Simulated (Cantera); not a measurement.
Feed: 1 mol Fe, a varied amount of HCl, 1.9 mol H2, held at 1123.15 K and 0.133 bar.

These are equilibrium values from Cantera (NASA tables, ideal gas, pure condensed phases), not measurements of a reactor. Candidate condensed phases: Fe, FeCl2, FeCl3; 11 gas species. Equilibrium is a limit: real reactors are often held back by kinetics, nucleation or transport.

**Question.** At 0.091 mol HCl, list the 3 most abundant gas species with their mole fractions, and the condensed phases.

**Answer.** H2 0.955, HCl 0.0445, FeCl2 0.000606. Condensed: Fe(α).
